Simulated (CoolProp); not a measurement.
Properties of carbon monoxide along the isotherm -131.55 °C (Tc = -140.3 °C, pc = 3.498 MPa, ω = 0.050).

Model: reference Helmholtz-energy equation of state, Lemmon 2006, in CoolProp. It is a short technical equation, of lower accuracy than the large ones.

```csv
p (MPa),phase,cp (kJ/(kg K)),cv (kJ/(kg K)),isothermal compressibility (1/MPa),expansivity (1/kK),fugacity coefficient
0.0166,gas,1.041,0.7426,60.32,7.090,0.9987
0.0341,gas,1.043,[?],29.40,7.119,0.9973
0.07,gas,1.047,[?],14.37,7.180,0.9945
0.144,gas,1.057,0.7459,7.025,7.308,0.9887
0.295,gas,1.076,0.7499,3.473,7.583,0.9768
0.606,gas,[?],0.7584,1.738,8.210,0.9526
1.24,gas,1.235,0.7780,0.9076,9.827,0.9039
2.56,gas,1.687,0.8357,0.5377,16.06,0.8046
5.25,supercritical,7.249,1.064,0.3630,[?],[?]
```

Q: Fill in the missing entries.

A: 
- 0.0341, cv (kJ/(kg K)): 0.7431
- 0.07, cv (kJ/(kg K)): 0.7440
- 0.606, cp (kJ/(kg K)): 1.120
- 5.25, expansivity (1/kK): 74.69
- 5.25, fugacity coefficient: 0.6009
